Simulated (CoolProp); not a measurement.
c-C4F8 (RC318) along the isotherm 286.7 K: density (kg/m³) from the reference equation and from simpler models built on Tc = 388.4 K, pc = 2.778 MPa, ω = 0.355; each cubic takes its own stable root.

Computed with CoolProp (reference Helmholtz-energy equation of state, Platzer 1990). This equation is an older, rougher fit; its heat capacities, sound speeds and derivatives of the liquid may be far off and weren't checked against measurements.

```csv
p (MPa),phase,reference,van der Waals,Redlich-Kwong,Soave-Redlich-Kwong,Peng-Robinson
0.0868,gas,7.503,7.427,7.473,7.502,7.514
0.174,gas,15.55,15.20,15.40,15.53,15.58
0.26,liquid,1544,23.21,23.71,1449,1642
0.347,liquid,1544,31.71,32.69,1450,1643
0.434,liquid,1545,40.68,1364,1451,1644
0.521,liquid,1545,50.19,1366,[?],1645
0.608,liquid,1546,60.35,1367,1453,1646
0.694,liquid,1546,71.19,1368,1454,1646
0.781,liquid,1547,949.2,1370,1455,[?]
0.868,liquid,1547,951.0,[?],1456,1648
0.955,liquid,1548,952.8,1372,1456,1649
1.04,liquid,1548,954.4,1374,1457,1650
1.13,liquid,1549,956.2,1375,1458,1651
1.22,liquid,1549,957.9,1377,1459,1652
1.3,liquid,1550,959.4,1378,1460,1652
1.39,liquid,1550,961.0,1379,1461,1653
```

Problem. Complete the blanks.

Solution. 
- 0.521, Soave-Redlich-Kwong: 1452
- 0.781, Peng-Robinson: 1647
- 0.868, Redlich-Kwong: 1371

At some of these states van der Waals, Redlich-Kwong gives the other phase, because its saturation line lies elsewhere.
